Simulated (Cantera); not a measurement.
Cantera run:

```python
import numpy as np
import cantera as ct

gas_names = """
    Cu CuO Cu2 H HNO HNO2 HNO3 HO2 H2 H2O H2O2 N NH NH2 NH3 NH2OH NO NO2 NO3 N2 N2H2 N2H4 N2O O OH O2 O3
""".split()
cond_names = """
    Cu(cr) Cu(L) CuO(s) CuO2H2(s) Cu2O(s) Cu2O(L) H2O(s) H2O(L)
""".split()


# ... load() reads the species with a 1 bar reference pressure and builds the phases ...
atoms = {
    'Cu': {'Cu': 1},
    'H2O': {'H': 2, 'O': 1},
    'N2': {'N': 2},
}
top_T = {'CuO(s)': 1390}  # K; cautious upper limits of use, not melting points


# ... equilibrate(T, P, feed) seeds the gas with the atoms and calls Mixture.equilibrate('TP', solver="vcs", rtol=1e-11, max_steps=5000) ...
results = []
feed = {'Cu': 1, 'H2O': 0.018, 'N2': 4.2}  # mol
T = 675  # K
P = 1000  # Pa
mix = equilibrate(T, P, feed)
results.append((T, P, feed, dict(zip(mix.species_names, mix.species_moles))))
x = sorted(zip(gas.X, gas.species_names), reverse=True)
print(f"T = {T:g} K  P = {P:g} Pa  gas = {mix.phase_moles(0):.4g} mol")
print("   x: " + "  ".join(f"{s} {v:.3e}" for v, s in x if v > 0.001))
print("   condensed (mol): " + ("  ".join(f"{mix.phase(i).name} {mix.phase_moles(i):.4g}"
      for i in range(1, mix.n_phases) if mix.phase_moles(i) > 1e-12) or "none"))
```

Result:

```
T = 675 K  P = 1000 Pa  gas = 4.218 mol
   x: N2 9.957e-01  H2O 4.267e-03
   condensed (mol): Cu(cr) 1  Cu2O(s) 1.705e-09
```

Method: chemical equilibrium by Gibbs-energy minimisation in Cantera with the NASA 1993 tables (ideal gas, pure condensed phases).
